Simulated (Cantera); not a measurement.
A closed system holds: 1 mol C2H2, 0.02 mol CO2, 0.35 mol N2, 0.24 mol O2, equilibrated at 0.200 bar.

Equilibrium computed with Cantera from the NASA thermochemical tables; the gas is ideal and each condensed phase is pure. Candidate condensed phases: C, C6H6, C7H8, C8H18, H2O; 136 gas species. Equilibrium is a limit: real reactors are often held back by kinetics, nucleation or transport.

Over these rows the condensed part is C(graphite). Partial pressures as log10 of bar:

```
T (K)  1000/T (1/K)  log p C2H2 (acetylene)  log p H2  log p CO  log p N2
-----  ------------  ----------------------  --------  --------  --------
1450         0.6897                   -6.28     -0.97     -1.25     -1.43
1600         0.6250                   -5.53     -0.97     -1.25     -1.43
1750         0.5714                       ?     -0.97     -1.25     -1.43
1900         0.5263                   -4.39     -0.97     -1.26     -1.43
2050         0.4878                   -3.95     -0.98     -1.26     -1.43
2200         0.4545                   -3.57     -0.98     -1.26     -1.44
```

Problem. Fit log p(C2H2 (acetylene)) = a + b·(1000/T) to the five rows, give the apparent enthalpy, and predict the row at 1750 K.

Solution. Means: 1000/T = 0.5567, log p = -4.744. Sxy = -0.443423, Sxx = 0.0384701, so b = -11.53 and a = -4.744 − (-11.53)×0.5567 = 1.67.
Apparent enthalpy: −19.145 × (-11.53) = 221 kJ/mol. With the condensed phases at unit activity, 2 C(graphite) + H2(g) = C2H2 (acetylene)(g) links this pressure to the main gases: over the six rows their terms move log p by -0.01 in all, so the slope is close to that reaction's ΔH°. The five rows lie within 0.01 of the line.
Prediction at 1750 K: 1.67 + (-11.53)×0.5714 = -4.92. The computed value is -4.91, 0.01 from the line.
